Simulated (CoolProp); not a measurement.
R22 along the isobar 883 kPa: density (kg/m³) from the reference equation and from simpler models built on Tc = 369.3 K, pc = 4990 kPa, ω = 0.221; each cubic takes its own stable root.

Model: reference Helmholtz-energy equation of state, Kamei 1995, in CoolProp.

```json
[
 {"T (K)": "127.7", "phase": "liquid", "reference": "1691", "van der Waals": "(withheld)", "Redlich-Kwong": "1483", "Peng-Robinson": "(withheld)"},
 {"T (K)": "142.5", "phase": "liquid", "reference": "1652", "van der Waals": "977.7", "Redlich-Kwong": "1456", "Peng-Robinson": "1645"},
 {"T (K)": "157.3", "phase": "liquid", "reference": "1614", "van der Waals": "959.4", "Redlich-Kwong": "1428", "Peng-Robinson": "1619"},
 {"T (K)": "172.1", "phase": "liquid", "reference": "1575", "van der Waals": "940.3", "Redlich-Kwong": "(withheld)", "Peng-Robinson": "1591"},
 {"T (K)": "186.9", "phase": "liquid", "reference": "1536", "van der Waals": "920.2", "Redlich-Kwong": "1364", "Peng-Robinson": "1561"},
 {"T (K)": "201.7", "phase": "liquid", "reference": "1497", "van der Waals": "899.0", "Redlich-Kwong": "1329", "Peng-Robinson": "(withheld)"},
 {"T (K)": "216.5", "phase": "liquid", "reference": "1456", "van der Waals": "876.4", "Redlich-Kwong": "1291", "Peng-Robinson": "1491"},
 {"T (K)": "231.2", "phase": "liquid", "reference": "1414", "van der Waals": "852.2", "Redlich-Kwong": "1251", "Peng-Robinson": "1451"},
 {"T (K)": "246", "phase": "liquid", "reference": "1370", "van der Waals": "825.7", "Redlich-Kwong": "1206", "Peng-Robinson": "1406"},
 {"T (K)": "260.8", "phase": "liquid", "reference": "1324", "van der Waals": "40.73", "Redlich-Kwong": "(withheld)", "Peng-Robinson": "1356"},
 {"T (K)": "275.6", "phase": "liquid", "reference": "1275", "van der Waals": "37.74", "Redlich-Kwong": "(withheld)", "Peng-Robinson": "1300"},
 {"T (K)": "290.4", "phase": "liquid", "reference": "(withheld)", "van der Waals": "35.22", "Redlich-Kwong": "36.45", "Peng-Robinson": "(withheld)"}
]
```

**Question.** Complete the blanks.

**Answer.** 
- 127.7, van der Waals: 995.1
- 127.7, Peng-Robinson: 1669
- 172.1, Redlich-Kwong: 1397
- 201.7, Peng-Robinson: 1527
- 260.8, Redlich-Kwong: 1158
- 275.6, Redlich-Kwong: 1104
- 290.4, reference: 1220
- 290.4, Peng-Robinson: 1234

At some of these states van der Waals, Redlich-Kwong gives the other phase, because its saturation line lies elsewhere.
